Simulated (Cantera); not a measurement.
A perfectly stirred reactor is fed with 82.0 % NH3, 18.0 % N2, at 20.0 Torr; it is held at 1625 K, and followed from long to short residence time.

Detailed kinetics in Cantera: the gas-phase N/H chemistry of the illustrative SiF4/NH3 mechanism in the Surface Chemkin manual (1991). Walls and surfaces, which speed up NH3 decomposition in real reactors, are not modelled.

x: mole fraction; the columns are a selection and need not sum to one.

| τ (s) | x NH3 | x N2H2 | x N | x H2 | x NH | x H | x N2 |
|---|---|---|---|---|---|---|---|
| 4.6 | 0.733 | 1.90e-6 | 2.40e-8 | 0.0709 | 9.63e-7 | … | 0.195 |
| 1.1 | 0.797 | 2.15e-6 | 7.98e-9 | 0.0181 | 7.66e-7 | … | 0.184 |
| 0.27 | 0.815 | 1.94e-6 | 1.74e-9 | 0.00401 | 5.78e-7 | … | 0.181 |
| 0.065 | 0.819 | 1.01e-6 | 2.27e-10 | 0.000546 | 3.34e-7 | … | 0.180 |
| 0.016 | 0.820 | 1.09e-7 | 1.58e-11 | 3.55e-5 | 5.57e-8 | … | 0.180 |
| 0.0038 | 0.820 | 5.45e-9 | 1.24e-12 | 5.76e-6 | 3.65e-9 | 7.25e-9 | 0.180 |
| 0.00091 | 0.820 | 2.27e-10 | <1e-12 | 1.34e-6 | 1.70e-10 | 7.08e-9 | 0.180 |

**Question.** Complete the blanks.

**Answer.** 
- 4.6, x H: 7.23e-6
- 1.1, x H: 1.89e-6
- 0.27, x H: 4.39e-7
- 0.065, x H: 6.93e-8
- 0.016, x H: 1.05e-8
